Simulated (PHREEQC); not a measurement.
Consider water at 20 °C with 64 mmol/kgw ZnSO4, 0.039 mmol/kgw NaCl and 0.13 mmol/kgw H2SO4. Closed to the air; pH follows from the charge balance.

Computed with PHREEQC (ion-association model, phreeqc.dat).

Each row changes one thing in this solution. This is a speciation only: nothing precipitates in the calculation.

```json
[
 {"case": "as made", "pH": "3.95", "ionic strength (mol/kgw)": "0.136", "SO4-2 (mol/kgw)": "0.0281", "HSO4- (mol/kgw)": "0.000122", "Na+ (mol/kgw)": "3.73e-5", "NaSO4- (mol/kgw)": "1.72e-6", "SI of Halite (NaCl)": "-10.66"},
 {"case": "NaCl from 3.9e-05 to 7.8e-06 mol/kgw", "pH": "3.95", "ionic strength (mol/kgw)": "0.136", "SO4-2 (mol/kgw)": "0.0281", "HSO4- (mol/kgw)": "0.000122", "Na+ (mol/kgw)": "7.46e-6", "NaSO4- (mol/kgw)": "3.44e-7", "SI of Halite (NaCl)": "-12.05"},
 {"case": "ZnSO4 left out", "pH": "3.60", "ionic strength (mol/kgw)": "0.000424", "SO4-2 (mol/kgw)": "0.000127", "HSO4- (mol/kgw)": "2.61e-6", "Na+ (mol/kgw)": "3.90e-5", "NaSO4- (mol/kgw)": "2.20e-8", "SI of Halite (NaCl)": "-10.40"},
 {"case": "ZnSO4 replaced by CdSO4 at the same molality", "pH": "3.92", "ionic strength (mol/kgw)": "0.126", "SO4-2 (mol/kgw)": "0.0244", "HSO4- (mol/kgw)": "0.000114", "Na+ (mol/kgw)": "3.75e-5", "NaSO4- (mol/kgw)": "1.53e-6", "SI of Halite (NaCl)": "-10.94"},
 {"case": "diluted 2-fold with water", "pH": "4.18", "ionic strength (mol/kgw)": "0.0740", "SO4-2 (mol/kgw)": "0.0168", "HSO4- (mol/kgw)": "5.05e-5", "Na+ (mol/kgw)": "1.89e-5", "NaSO4- (mol/kgw)": "6.32e-7", "SI of Halite (NaCl)": "-11.20"},
 {"case": "H2SO4 from 0.00013 to 2.6e-05 mol/kgw", "pH": "4.64", "ionic strength (mol/kgw)": "0.136", "SO4-2 (mol/kgw)": "0.0281", "HSO4- (mol/kgw)": "2.46e-5", "Na+ (mol/kgw)": "3.73e-5", "NaSO4- (mol/kgw)": "1.72e-6", "SI of Halite (NaCl)": "-10.66"},
 {"case": "H2SO4 left out", "pH": "5.65", "ionic strength (mol/kgw)": "0.136", "SO4-2 (mol/kgw)": "0.0281", "HSO4- (mol/kgw)": "2.42e-6", "Na+ (mol/kgw)": "3.73e-5", "NaSO4- (mol/kgw)": "1.72e-6", "SI of Halite (NaCl)": "-10.66"},
 {"case": "H2SO4 from 0.00013 to 0.0013 mol/kgw", "pH": "2.95", "ionic strength (mol/kgw)": "0.138", "SO4-2 (mol/kgw)": "0.0283", "HSO4- (mol/kgw)": "0.00122", "Na+ (mol/kgw)": "3.73e-5", "NaSO4- (mol/kgw)": "1.72e-6", "SI of Halite (NaCl)": "-10.66"}
]
```
